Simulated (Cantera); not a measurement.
A Cantera script and what it prints.

```python
import numpy as np
import cantera as ct

gas_names = """
    B BH BH2 BH3 BO BO2 B2 B2O B2O2 B2O3 B3O3H3 H HBO HBO2 HO2 H2 H2O H2O2 H3B3O6 O OH O2 O3
""".split()
cond_names = """
    B(b) B(L) B2O3(L) B3O3H3(cr) H2O(s) H2O(L)
""".split()


# ... load() reads the species with a 1 bar reference pressure and builds the phases ...
atoms = {
    'B2O3': {'B': 2, 'O': 3},
    'H2': {'H': 2},
}
top_T = {}  # K; cautious upper limits of use, not melting points


# ... equilibrate(T, P, feed) seeds the gas with the atoms and calls Mixture.equilibrate('TP', solver="vcs", rtol=1e-11, max_steps=5000) ...
results = []
feed = {'B2O3': 1, 'H2': 2.3}  # mol
P = 100000  # Pa
for T in [1675, 1725, 1775, 1825, 1875, 1925, 1975, 2025, 2075, 2125, 2175, 2225, 2275, 2325]:
    mix = equilibrate(T, P, feed)
    results.append((T, P, feed, dict(zip(mix.species_names, mix.species_moles))))

top = {s: max(r[3][s] / sum(r[3][g] for g in gas_names) for r in results) for s in gas_names}
cols = sorted((s for s in top if top[s] > 1e-06), key=lambda s: -top[s])[:6]
seen = [c for c in cond_names if any(r[3].get(c, 0) > 1e-12 for r in results)]
print("log10 of partial pressures in bar; condensed amounts in mol")
print(f"{'T/K':>10s}" + "".join(f"{s[:9]:>10s}" for s in cols + seen))
for T, P, feed, n in results:
    ng = sum(n[g] for g in gas_names)
    print(f"{T:10.4g}" + "".join(f"{np.log10(max(n[s] / ng * P / 1e5, 1e-99)):10.3f}" for s in cols)
          + "".join(f"{n.get(c, 0):10.4g}" for c in seen))
```

Result:

```
log10 of partial pressures in bar; condensed amounts in mol
       T/K        H2      B2O3      HBO2       HBO      B2O2        BO   B2O3(L)
      1675    -0.004    -3.280    -2.527    -2.353    -4.013    -4.971    0.9897
      1725    -0.006    -2.939    -2.314    -2.169    -3.689    -4.609    0.9831
      1775    -0.010    -2.618    -2.113    -1.998    -3.386    -4.269    0.9724
      1825    -0.015    -2.316    -1.925    -1.839    -3.103    -3.949    0.9555
      1875    -0.024    -2.031    -1.747    -1.691    -2.837    -3.647    0.9286
      1925    -0.036    -1.762    -1.581    -1.555    -2.589    -3.364    0.8859
      1975    -0.054    -1.508    -1.425    -1.432    -2.358    -3.097     0.818
      2025    -0.081    -1.266    -1.279    -1.322    -2.144    -2.846    0.7087
      2075    -0.122    -1.037    -1.146    -1.228    -1.946    -2.610    0.5287
      2125    -0.185    -0.820    -1.028    -1.155    -1.766    -2.390    0.2196
      2175    -0.227    -0.728    -0.974    -1.123    -1.688    -2.227         0
      2225    -0.231    -0.736    -0.966    -1.110    -1.686    -2.108         0
      2275    -0.235    -0.745    -0.958    -1.099    -1.685    -1.994         0
      2325    -0.239    -0.755    -0.951    -1.089    -1.686    -1.887         0
```

Cantera equilibrium calculation (NASA polynomials, part measured and part estimated; ideal gas, pure solids and liquids). Gases not in the tables: H3BO3.
